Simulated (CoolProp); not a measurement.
The numbers come from the reference Helmholtz-energy equation of state, Lemmon 2006 in CoolProp. It is a short technical equation, of lower accuracy than the large ones.

For acetone, give the phase and the cv (kJ/(kg K)), Joule-Thomson coefficient (K/MPa) at 550 K and 0.0742 bar; 550 K and 0.436 bar.


- 550 K and 0.0742 bar: gas; cv 1.85, Joule-Thomson coefficient 8.80
- 550 K and 0.436 bar: gas; cv 1.85, Joule-Thomson coefficient 8.82
